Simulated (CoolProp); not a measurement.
A simple Rankine cycle with R1336mzz(Z): condensing at 327.15 K, boiler at 0.775 MPa, turbine inlet 382.1 K, turbine efficiency 0.9, pump efficiency 0.8, no recuperator. Each further row changes one setting.

Values from CoolProp's reference Helmholtz-energy equation of state, McLinden 2020.

| case | thermal efficiency (%) | net work (kJ/kg) | heat in (kJ/kg) | turbine exit temperature (K) | volume ratio over the turbine |
|---|---|---|---|---|---|
| as stated | 9.7 | 19.0 | 197 | 351.1 | [?] |
| turbine inlet 402.1 K | [?] | [?] | 219 | 372.2 | 3.97 |
| condensing temperature 319.15 K | [?] | 22.9 | 207 | [?] | 5.29 |
| boiler pressure 0.542 MPa | [?] | 14.8 | 202 | 360.9 | 2.73 |
| turbine efficiency 0.8 | 8.6 | 16.9 | 197 | [?] | [?] |

Question: What belongs in the gaps?

Answer: 
- as stated, volume ratio over the turbine: 4.09
- turbine inlet 402.1 K, thermal efficiency (%): 9.5
- turbine inlet 402.1 K, net work (kJ/kg): 20.7
- condensing temperature 319.15 K, thermal efficiency (%): 11.1
- condensing temperature 319.15 K, turbine exit temperature (K): 346.1
- boiler pressure 0.542 MPa, thermal efficiency (%): 7.3
- turbine efficiency 0.8, turbine exit temperature (K): 353.3
- turbine efficiency 0.8, volume ratio over the turbine: 4.12
